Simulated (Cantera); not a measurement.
Input (Python, Cantera) and output of one run.

```python
import numpy as np
import cantera as ct

gas_names = """
    C CO CO2 C2 C2O C3 C3O2 C4 C5 Mg MgO Mg2 O O2 O3
""".split()
cond_names = """
    C(gr) Mg(cr) Mg(L) MgCO3(s) MgO(s) MgO(L)
""".split()


# ... load() reads the species with a 1 bar reference pressure and builds the phases ...
atoms = {
    'MgCO3': {'Mg': 1, 'C': 1, 'O': 3},
    'C': {'C': 1},
    'O2': {'O': 2},
}
top_T = {'C(gr)': 4500}  # K; cautious upper limits of use, not melting points


# ... equilibrate(T, P, feed) seeds the gas with the atoms and calls Mixture.equilibrate('TP', solver="vcs", rtol=1e-11, max_steps=5000) ...
results = []
feed = {'MgCO3': 1, 'C': 1.2, 'O2': 0.088}  # mol
T = 1650  # K
P = 500  # Pa
mix = equilibrate(T, P, feed)
results.append((T, P, feed, dict(zip(mix.species_names, mix.species_moles))))
x = sorted(zip(gas.X, gas.species_names), reverse=True)
print(f"T = {T:g} K  P = {P:g} Pa  gas = {mix.phase_moles(0):.4g} mol")
print("   x: " + "  ".join(f"{s} {v:.3e}" for v, s in x if v > 0.001))
print("   condensed (mol): " + ("  ".join(f"{mix.phase(i).name} {mix.phase_moles(i):.4g}"
      for i in range(1, mix.n_phases) if mix.phase_moles(i) > 1e-12) or "none"))
```

It prints:

```
T = 1650 K  P = 500 Pa  gas = 2.224 mol
   x: CO 9.888e-01  Mg 1.098e-02
   condensed (mol): MgO(s) 0.9756
```

Method: chemical equilibrium by Gibbs-energy minimisation in Cantera with the NASA 1993 tables (ideal gas, pure condensed phases).
